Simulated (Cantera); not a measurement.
What does this Cantera script print?

```python
import numpy as np
import cantera as ct

gas_names = """
    H H2 N NH NH2 NH3 N2 N2H2 N2H4 Pb Pb2
""".split()
cond_names = """
    Pb(cr) Pb(L)
""".split()


# ... load() reads the species with a 1 bar reference pressure and builds the phases ...
atoms = {
    'Pb': {'Pb': 1},
    'NH3': {'N': 1, 'H': 3},
    'N2': {'N': 2},
}
top_T = {}  # K; cautious upper limits of use, not melting points


# ... equilibrate(T, P, feed) seeds the gas with the atoms and calls Mixture.equilibrate('TP', solver="vcs", rtol=1e-11, max_steps=5000) ...
results = []
feed = {'Pb': 1, 'NH3': 0.11, 'N2': 69}  # mol
T = 1773.15  # K
P = 101325  # Pa
mix = equilibrate(T, P, feed)
results.append((T, P, feed, dict(zip(mix.species_names, mix.species_moles))))
print(gas.report(threshold=0.0001))
for i in range(1, mix.n_phases):
    print(f"{mix.phase(i).name:16s} {mix.phase_moles(i):12.5e} mol")
```

Result:

```
       temperature   1773.2 K
          pressure   1.0132e+05 Pa
           density   0.20965 kg/m^3
  mean mol. weight   30.505 kg/kmol
   phase of matter   gas

                          1 kg             1 kmol
                     ---------------   ---------------
          enthalpy        1.6559e+06        5.0512e+07  J
   internal energy        1.1726e+06        3.5769e+07  J
           entropy            8121.4        2.4774e+05  J/K
    Gibbs function       -1.2745e+07       -3.8877e+08  J
 heat capacity c_p            1158.9             35351  J/K
 heat capacity c_v             886.3             27036  J/K

                      mass frac. Y      mole frac. X     chem. pot. / RT
                     ---------------   ---------------   ---------------
                H2        0.00015484         0.0023429           -25.147
                N2           0.90311            0.9834           -26.545
                Pb          0.096708          0.014238           -14.473
     [   +8 minor]        2.2591e-05         1.533e-05

Pb(L)             0.00000e+00 mol
```

Cantera equilibrium calculation (NASA polynomials, part measured and part estimated; ideal gas, pure solids and liquids).
